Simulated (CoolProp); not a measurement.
Saturation properties of propylene.

Computed with CoolProp (reference Helmholtz-energy equation of state, Lemmon 2013).

| T (°C) | p (MPa) | liquid density (kg/m³) | vapour density (kg/m³) | vapour viscosity (µPa s) | liquid conductivity (mW/(m K)) |
|---|---|---|---|---|---|
| 4.55 | 0.6675 | 539.3 | 14.05 | 7.99 | 121 |
| 9.05 | 0.7583 | 532.4 | 15.93 | 8.17 | 119 |
| 13.45 | 0.8556 | 525.5 | 17.97 | 8.35 | 117 |
| 17.95 | 0.9643 | 518.2 | 20.27 | 8.56 | 115 |
| 22.35 | 1.080 | 510.8 | 22.76 | 8.77 | 113 |
| 26.85 | 1.209 | 503.1 | 25.57 | 9.00 | 110 |
| 31.25 | 1.345 | 495.2 | 28.61 | 9.25 | 108 |
| 35.75 | 1.495 | 486.8 | 32.06 | 9.52 | 106 |
| 40.15 | 1.654 | 478.3 | 35.80 | 9.81 | 103 |
| 44.55 | 1.825 | 469.4 | 39.95 | 10.1 | 101 |
| 49.05 | 2.012 | 459.8 | 44.71 | 10.5 | 98.6 |
| 53.45 | 2.209 | 449.8 | 49.92 | 10.9 | 96.2 |
| 57.95 | 2.425 | 438.9 | 55.96 | 11.3 | 93.8 |
| 62.35 | 2.651 | 427.5 | 62.70 | 11.8 | 91.3 |

It boils at -47.6 °C under 1 atm.

Viscosity comes from a separate model (Huber 2003), an estimate that may be off by 10 % or more. Thermal conductivity comes from a separate model (Huber 2003), an estimate that may be off by 10 % or more.
